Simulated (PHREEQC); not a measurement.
TMAH is added in steps, without added water, to 1 kg of water holding 0.0011 mol AgF, at 25 °C. Oxygen is held at 0.21 atm. The system is closed to CO2. No solid was allowed to form.

Base run: PHREEQC, ion-association model, wateq4f.dat. Each further column changes one thing. The table gives pH.

| TMAH added (mol) | base | AgF from 0.0011 to 0.00099 mol/kgw | AgF from 0.0011 to 0.00165 mol/kgw | AgF from 0.0011 to 0.0055 mol/kgw | solids may form |
|---|---|---|---|---|---|
| 0 | 7.18 | 7.17 | 7.23 | 7.37 | 7.18 |
| 7.5e-05 | 9.82 | 9.82 | 9.79 | 9.67 | 9.29 |
| 0.000225 | 10.29 | 10.30 | 10.27 | 10.15 | 9.35 |
| 0.0003 | 10.42 | 10.42 | 10.39 | 10.27 | 9.39 |
| 0.00045 | 10.59 | 10.60 | 10.57 | 10.45 | 9.47 |
| 0.000525 | 10.66 | 10.66 | 10.63 | 10.51 | 9.52 |
| 0.000675 | 10.77 | 10.77 | 10.74 | 10.62 | 9.64 |
| 0.00075 | 10.81 | 10.81 | 10.79 | 10.67 | 9.70 |
| 0.0009 | 10.89 | 10.89 | 10.87 | 10.74 | 9.87 |
| 0.000975 | 10.92 | 10.93 | 10.90 | 10.78 | 9.96 |
| 0.001125 | 10.98 | 10.99 | 10.96 | 10.84 | 10.18 |
| 0.0012 | 11.01 | 11.02 | 10.99 | 10.87 | 10.29 |

In at least one series the solution becomes supersaturated in solids that the run did not let form, among them Ag2O. (CH3)4N+ isn't in the database: it is added as a free cation with an ion size of 4 Å. Solids allowed in the column 'solids may form': Ag2O.
